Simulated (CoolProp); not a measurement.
The numbers come from the reference Helmholtz-energy equation of state, Smukala 2000 in CoolProp.

Question: For ethylene, give the phase and the cv (kJ/(kg K)), speed of sound (m/s) at 103.95 °C and 37.1 bar; -95.15 °C and 301 bar; -120.55 °C and 38.7 bar.

Answer: 
- 103.95 °C and 37.1 bar: gas; cv 1.55, speed of sound 345
- -95.15 °C and 301 bar: liquid; cv 1.39, speed of sound 1460
- -120.55 °C and 38.7 bar: liquid; cv 1.42, speed of sound 1460
